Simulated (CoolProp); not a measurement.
A Linde-Hampson liquefier for dry air: isothermal reversible compression at 290 K from 1 atm to 30 MPa, throttling to 1 atm, return gas leaving the recuperator 2 K below the feed. Each further row changes one setting.

The numbers come from the reference Helmholtz-energy equation of state, Lemmon 2000 in CoolProp. It is a pseudo-pure fit of the blend.

```csv
case,liquid yield per pass,compression work (kJ/kg of gas)
as stated,0.105,473
high pressure 60 MPa,0.104,545
warm-end temperature 320 K,0.077,526
warm-end gap 7 K,0.094,473
```
